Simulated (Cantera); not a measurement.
Input (Python, Cantera) and output of one run.

```python
import numpy as np
import cantera as ct

gas_names = """
    C CN CO CO2 C2 CCN CNC C2N2 C2O C3 C3O2 C4 C4N2 C5 N NCO NO NO2 NO3 N2 N2O O O2 O3 Si SiC SiC2 SiN
    SiO SiO2 Si2 Si2C Si2N Si3
""".split()
cond_names = """
    C(gr) Si(cr) Si(L) SiC(b) SiO2(Lqz) SiO2(hqz) SiO2(L) Si2N2O(s) Si3N4(a)
""".split()


# ... load() reads the species with a 1 bar reference pressure and builds the phases ...
atoms = {
    'SiO2': {'Si': 1, 'O': 2},
    'C': {'C': 1},
    'N2': {'N': 2},
}
top_T = {'C(gr)': 4500, 'SiC(b)': 3050, 'Si2N2O(s)': 2100, 'Si3N4(a)': 2400}  # K; cautious upper limits of use, not melting points


# ... equilibrate(T, P, feed) seeds the gas with the atoms and calls Mixture.equilibrate('TP', solver="vcs", rtol=1e-11, max_steps=5000) ...
results = []
feed = {'SiO2': 1, 'C': 0.35, 'N2': 0.4}  # mol
T = 800  # K
P = 680  # Pa
mix = equilibrate(T, P, feed)
results.append((T, P, feed, dict(zip(mix.species_names, mix.species_moles))))
x = sorted(zip(gas.X, gas.species_names), reverse=True)
print(f"T = {T:g} K  P = {P:g} Pa  gas = {mix.phase_moles(0):.4g} mol")
print("   x: " + "  ".join(f"{s} {v:.3e}" for v, s in x if v > 0.0001))
print("   condensed (mol): " + ("  ".join(f"{mix.phase(i).name} {mix.phase_moles(i):.4g}"
      for i in range(1, mix.n_phases) if mix.phase_moles(i) > 1e-12) or "none"))
```

It prints:

```
T = 800 K  P = 680 Pa  gas = 0.4 mol
   x: N2 1.000e+00
   condensed (mol): C(gr) 0.35  SiO2(Lqz) 1  Si2N2O(s) 6.535e-06
```

These are equilibrium values from Cantera (NASA tables, ideal gas, pure condensed phases), not measurements of a reactor. N2 is the only nitrogen source here; it is nearly inert below about 1500 K, so the nitride shown seldom forms there in practice.
